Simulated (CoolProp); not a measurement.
The fluid at 298.15 K and 2.81 MPa flows at 1.4 m/s in a round tube of 100 mm bore and 15 µm roughness, fully developed (64/Re and Nu = 3.66 if laminar; Colebrook and Gnielinski if turbulent). The same conditions are run with several fluids, on thermodynamics alone (safety and materials aside).

The numbers come from the reference Helmholtz-energy equation of state of each fluid (R410A: Lemmon 2003; n-pentane: Thol 2019; R124: de Vries 1995; R143a: Lemmon and Jacobsen 2000; o-xylene: Zhou 2012) in CoolProp. Blends and air are pseudo-pure fits.

Task: Rank R410A, n-pentane, R124, R143a, o-xylene by Reynolds number, highest first.

Result: R410A (1220000), R143a (1140000), R124 (735000), n-pentane (468000), o-xylene (159000)

```json
[
 {"fluid": "R410A", "Darcy friction factor": "0.0139", "pressure drop (Pa/m)": "146", "heat-transfer coefficient (W/(m² K))": "3120", "mass flow (kg/h)": "42300"},
 {"fluid": "n-pentane", "Darcy friction factor": "0.0151", "pressure drop (Pa/m)": "92.2", "heat-transfer coefficient (W/(m² K))": "2120", "mass flow (kg/h)": "24700"},
 {"fluid": "R124", "Darcy friction factor": "0.0144", "pressure drop (Pa/m)": "194", "heat-transfer coefficient (W/(m² K))": "2100", "mass flow (kg/h)": "54100"},
 {"fluid": "R143a", "Darcy friction factor": "0.0140", "pressure drop (Pa/m)": "130", "heat-transfer coefficient (W/(m² K))": "2540", "mass flow (kg/h)": "37400"},
 {"fluid": "o-xylene", "Darcy friction factor": "0.0174", "pressure drop (Pa/m)": "149", "heat-transfer coefficient (W/(m² K))": "1450", "mass flow (kg/h)": "34800"}
]
```

Transport values come from each fluid's own correlations; those of n-pentane, R124, R143a are estimates that may be off by 10 % or more.
